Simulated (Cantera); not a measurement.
A freely propagating, adiabatic, planar premixed flame of H2 : O2 : N2 = 1 : 0.532 : 2 (molar parts), equivalence ratio 0.94, unburnt at 650 K and 3000 Torr; mixture-averaged transport, grid criteria slope 0.08 and curve 0.16, no radiation.

Computed with Cantera and the H2/O2 subset of GRI-Mech 3.0, which has no nitrogen chemistry. The hydrogen kinetics of GRI-Mech 3.0 are dated; newer H2 mechanisms differ, most at raised pressure. Burning velocities carry a grid error of a few per cent, more on coarse grids.

How do the results move with these cheaper or finer settings: unity-Lewis-number transport; multicomponent transport; multicomponent+Soret transport; grid criteria slope 0.5, curve 1; grid criteria slope 0.25, curve 0.5; grid criteria slope 0.03, curve 0.06?


```
setting                               laminar burning velocity  thermal thickness  peak x(H2O2)  peak x(OH)  grid points
------------------------------------  ------------------------  -----------------  ------------  ----------  -----------
as above                                              803 cm/s          0.0806 mm       4.87e-5      0.0194          113
unity-Lewis-number transport                          592 cm/s          0.0644 mm       2.64e-5      0.0197          104
multicomponent transport                              791 cm/s          0.0800 mm       4.90e-5      0.0193          113
multicomponent+Soret transport                        742 cm/s          0.0789 mm       5.16e-5      0.0192          113
grid criteria slope 0.5, curve 1                      936 cm/s          0.0985 mm       4.20e-5      0.0197           40
grid criteria slope 0.25, curve 0.5                   851 cm/s          0.0872 mm       4.47e-5      0.0195           52
grid criteria slope 0.03, curve 0.06                  791 cm/s          0.0789 mm       4.96e-5      0.0193          250
```
Unity Lewis numbers drop preferential diffusion, which matters most where H2 and H carry the flame; Soret adds thermal diffusion.
